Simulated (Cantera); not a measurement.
An isothermal, constant-pressure homogeneous reactor starts with NO : N2 = 1 : 5.9 (molar parts), at 1675 K and 435 Torr. Integrator tolerance rtol = 1e-08.

Model: GRI-Mech 3.0 (53 species, 325 reactions), integrated in Cantera.

Problem. What does this change do: pressure from 435 Torr to 750 Torr?

Solution. 
| quantity | before | after |
|---|---|---|
| x(NO) at 3.00 s | 0.140 (gas-phase equilibrium 0.00168) | 0.136 (gas-phase equilibrium 0.00168) |
| x(N2O) at 3.00 s | 7.43e-6 (gas-phase equilibrium 8.12e-8) | 7.22e-6 (gas-phase equilibrium 1.07e-7) |
| x(O2) at 3.00 s | 0.00255 (gas-phase equilibrium 0.0716) | 0.00426 (gas-phase equilibrium 0.0716) |
| x(N2) at 3.00 s | 0.858 (gas-phase equilibrium 0.927) | 0.859 (gas-phase equilibrium 0.927) |
| x(NO2) at 3.00 s | 4.67e-5 (gas-phase equilibrium 2.47e-6) | 7.24e-5 (gas-phase equilibrium 3.25e-6) |
| x(O) at 3.00 s | 2.85e-6 (gas-phase equilibrium 1.21e-5) | 2.58e-6 (gas-phase equilibrium 9.20e-6) |

Problem. What does this change do: pressure from 435 Torr to 1050 Torr?

Solution. 
```tsv
quantity	before	after
x(NO) at 3.00 s	0.140 (gas-phase equilibrium 0.00168)	0.133 (gas-phase equilibrium 0.00168)
x(N2O) at 3.00 s	7.43e-6 (gas-phase equilibrium 8.12e-8)	7.03e-6 (gas-phase equilibrium 1.26e-7)
x(O2) at 3.00 s	0.00255 (gas-phase equilibrium 0.0716)	0.00581 (gas-phase equilibrium 0.0716)
x(N2) at 3.00 s	0.858 (gas-phase equilibrium 0.927)	0.861 (gas-phase equilibrium 0.927)
x(NO2) at 3.00 s	4.67e-5 (gas-phase equilibrium 2.47e-6)	9.48e-5 (gas-phase equilibrium 3.84e-6)
x(O) at 3.00 s	2.85e-6 (gas-phase equilibrium 1.21e-5)	2.46e-6 (gas-phase equilibrium 7.77e-6)
```

Problem. What does this change do: temperature 1675 to 1925 K?

Solution. 
```json
[
 {"quantity": "x(NO) at 3.00 s", "before": "0.140 (gas-phase equilibrium 0.00168)", "after": "0.0900 (gas-phase equilibrium 0.00390)"},
 {"quantity": "x(N2O) at 3.00 s", "before": "7.43e-6 (gas-phase equilibrium 8.12e-8)", "after": "3.63e-6 (gas-phase equilibrium 1.82e-7)"},
 {"quantity": "x(O2) at 3.00 s", "before": "0.00255 (gas-phase equilibrium 0.0716)", "after": "0.0273 (gas-phase equilibrium 0.0704)"},
 {"quantity": "x(N2) at 3.00 s", "before": "0.858 (gas-phase equilibrium 0.927)", "after": "0.882 (gas-phase equilibrium 0.926)"},
 {"quantity": "x(NO2) at 3.00 s", "before": "4.67e-5 (gas-phase equilibrium 2.47e-6)", "after": "4.95e-5 (gas-phase equilibrium 3.37e-6)"},
 {"quantity": "x(O) at 3.00 s", "before": "2.85e-6 (gas-phase equilibrium 1.21e-5)", "after": "8.29e-5 (gas-phase equilibrium 0.000129)"}
]
```
